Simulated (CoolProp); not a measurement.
Model: reference Helmholtz-energy equation of state, Akasaka 2019, in CoolProp.

Task: Give the vapour pressure (MPa), liquid density (kg/m³), vapour density (kg/m³), surface tension (mN/m) of saturated R1234ze(Z) at 325, 381.7 K.

Result: 
```
T (K)  p (MPa)  liquid density (kg/m³)  vapour density (kg/m³)  surface tension (mN/m)
-----  -------  ----------------------  ----------------------  ----------------------
325      0.412                    1150                    19.9                    9.53
381.7     1.61                     943                    85.6                    3.33
```

Surface tension comes from a separate correlation (Kondou 2015).
